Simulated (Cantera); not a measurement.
Input: 1 mol Cu₂O, 0.37 mol H₂, 2.1 mol N₂, held at 1602 °C and 1 atm.

Cantera equilibrium calculation (NASA polynomials, part measured and part estimated; ideal gas, pure solids and liquids). Candidate condensed phases: Cu, CuO, Cu(OH)₂, Cu₂O, H₂O; 27 gas species. Each liquid is taken as pure. Mutual solubility and eutectic melting of coexisting phases are not modelled. Kinetics and transport are ignored.

Base state: N₂ 0.843, H₂O 0.148, O₂ 0.00563, Cu 0.00123, NO 0.000899, OH 0.000523, H₂ 0.000207, O 1.79e-5 (mole fractions); condensed: Cu(l) + Cu₂O(l).

Question: What changes in the equilibrium state with this change: H₂ from 0.37 to 140 mol?

Answer: 
| species | before | after |
|---|---|---|
| H₂ | 0.000207 | 0.976 |
| N₂ | 0.843 | 0.0148 |
| H₂O | 0.148 | 0.00703 |
| Cu | 0.00123 | 0.00123 |
| O₂ | 0.00563 | <1e-9 |
| NO | 0.000899 | 1.19e-9 |
| O | 1.79e-5 | <1e-9 |
| Cu(l), mol | 0.798 | 1.82 |
| Cu₂O(l), mol | 0.600 | 0 |

Question: What changes in the equilibrium state with this change: temperature from 1602 °C to 1052 °C?

Answer: 
```json
[
 {"species": "N₂", "before": "0.843", "after": "0.850"},
 {"species": "H₂O", "before": "0.148", "after": "0.150"},
 {"species": "H₂", "before": "0.000207", "after": "1.44e-5"},
 {"species": "O₂", "before": "0.00563", "after": "1.93e-6"},
 {"species": "Cu", "before": "0.00123", "after": "2.77e-7"},
 {"species": "O", "before": "1.79e-5", "after": "<1e-9"},
 {"species": "CuO", "before": "1.13e-5", "after": "<1e-9"},
 {"species": "Cu(l), mol", "before": "0.798", "after": "0"},
 {"species": "Cu₂O(l), mol", "before": "0.600", "after": "0"},
 {"species": "Cu(s), mol", "before": "0", "after": "0.740"},
 {"species": "Cu₂O(s), mol", "before": "0", "after": "0.630"}
]
```

Question: What changes in the equilibrium state with this change: temperature from 1602 °C to 1950 °C?

Answer: 
```json
[
 {"species": "N₂", "before": "0.843", "after": "0.767"},
 {"species": "H₂O", "before": "0.148", "after": "0.133"},
 {"species": "O₂", "before": "0.00563", "after": "0.0590"},
 {"species": "Cu", "before": "0.00123", "after": "0.0272"},
 {"species": "Cu₂", "before": "3.21e-6", "after": "0.000221"},
 {"species": "CuO", "before": "1.13e-5", "after": "0.000585"},
 {"species": "Cu(l), mol", "before": "0.798", "after": "1.36"},
 {"species": "Cu₂O(l), mol", "before": "0.600", "after": "0.282"}
]
```
